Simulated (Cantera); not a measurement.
Input: 1 mol Pb, 0.84 mol CO, 52 mol H₂, at 140000 Pa.

These are equilibrium values from Cantera (NASA tables, ideal gas, pure condensed phases), not measurements of a reactor. Candidate condensed phases: C, C₆H₆, C₇H₈, C₈H₁₈, H₂O, Pb, PbO, PbO₂, Pb₃O₄; 113 gas species. Rates play no part. All values below are at 1248 K.

Base state: H₂ 0.981, CO 0.0138, CH₄ 0.00210, H₂O 0.00209, Pb 0.000929, CO₂ 1.89e-5 (mole fractions); condensed: Pb(l).

Q: What changes in the equilibrium state with this change: pressure from 140000 Pa to 133 Pa?

A: 
| species | before | after |
|---|---|---|
| H₂ | 0.981 | 0.966 |
| Pb | 0.000929 | 0.0186 |
| CO | 0.0138 | 0.0156 |
| CH₄ | 0.00210 | 2.07e-6 |
| H₂O | 0.00209 | 2.06e-6 |
| CO₂ | 1.89e-5 | 2.14e-8 |
| Pb(l), mol | 0.951 | 0 |
